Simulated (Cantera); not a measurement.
An adiabatic, constant-volume homogeneous reactor starts with 7.90 % CH4, 7.42 % CO, 17.8 % O2, 66.6 % N2, 0.284 % CO2, at 1175 K and 17.8 atm.

Cantera simulation using GRI-Mech 3.0 (53 species, 325 reactions); the numbers are that mechanism's predictions, not measurements. The pressure lies above the range GRI-Mech 3.0 was tuned for (to about 10 atm). Above 3000 K some thermodynamic fits are extrapolated.

### Question
Predict: time of steepest temperature rise; temperature at 1.00 s; equilibrium temperature; x(CO) at 1.00 s; x(O2) at 1.00 s; x(CH2O) at 1.00 s.

### Answer
```json
{
 "time_of_steepest_temperature_rise": "6.99 ms",
 "temperature at 1.00 s": "3053 K",
 "equilibrium_temperature": "3053 K",
 "x(CO) at 1.00 s": "0.0587 (gas-phase equilibrium 0.0587)",
 "x(O2) at 1.00 s": "0.00939 (gas-phase equilibrium 0.00939)",
 "x(CH2O) at 1.00 s": "1.25e-8 (gas-phase equilibrium 1.25e-8)"
}
```
